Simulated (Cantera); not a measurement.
Input: 1 mol SiH2Cl2, 0.78 mol HCl, 430 mol H2, at 91.0 mbar.

Cantera equilibrium calculation (NASA polynomials, part measured and part estimated; ideal gas, pure solids and liquids). Candidate condensed phases: Si; 19 gas species. Gases not in the tables: Si2H6 and higher silanes. The numbers say what is thermodynamically allowed, not how fast it happens.

Problem. Which condensed phases are stable at each of these points (T (°C)): 875, 925, 975, 1025, 1075, 1125, 1175, 1225, 1275, 1325, 1375, 1425, 1475, 1525?

Solution. 
| T (°C) | condensed phases | Si condensed (%) |
|---|---|---|
| 875 | Si(s) | 94.2 |
| 925 | Si(s) | 95.0 |
| 975 | Si(s) | 95.3 |
| 1025 | Si(s) | 95.2 |
| 1075 | Si(s) | 95.1 |
| 1125 | Si(s) | 94.9 |
| 1175 | Si(s) | 94.7 |
| 1225 | Si(s) | 94.5 |
| 1275 | Si(s) | 94.3 |
| 1325 | Si(s) | 94.0 |
| 1375 | Si(s) | 93.5 |
| 1425 | Si(l) | 92.9 |
| 1475 | Si(l) | 92.5 |
| 1525 | Si(l) | 91.3 |

From 875 °C to 1375 °C the condensed part is Si(s). From 1425 °C to 1525 °C the condensed part is Si(l).
